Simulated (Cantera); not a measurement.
An adiabatic, constant-volume homogeneous reactor starts with 30.3 % H2, 11.6 % O2, 58.1 % N2, at 1823 K and 9.87 atm.

Detailed kinetics in Cantera: GRI-Mech 3.0 (53 species, 325 reactions). The hydrogen kinetics of GRI-Mech 3.0 are dated; newer H2 mechanisms differ, most at raised pressure. Above 3000 K some thermodynamic fits are extrapolated.

Q: Predict: time of steepest temperature rise; temperature at 3.00 s; equilibrium temperature; x(H2) at 3.00 s; x(O2) at 3.00 s; x(NO2) at 3.00 s; x(H2O2) at 3.00 s; x(NO) at 3.00 s.

A: 
| Property | Result |
|---|---|
| time of steepest temperature rise | 0.668 µs |
| temperature at 3.00 s | 3245 K |
| equilibrium temperature | 3245 K |
| x(H2) at 3.00 s | 0.0920 (gas-phase equilibrium 0.0920) |
| x(O2) at 3.00 s | 0.00316 (gas-phase equilibrium 0.00316) |
| x(NO2) at 3.00 s | 1.69e-6 (gas-phase equilibrium 1.69e-6) |
| x(H2O2) at 3.00 s | 1.19e-6 (gas-phase equilibrium 1.19e-6) |
| x(NO) at 3.00 s | 0.00693 (gas-phase equilibrium 0.00693) |
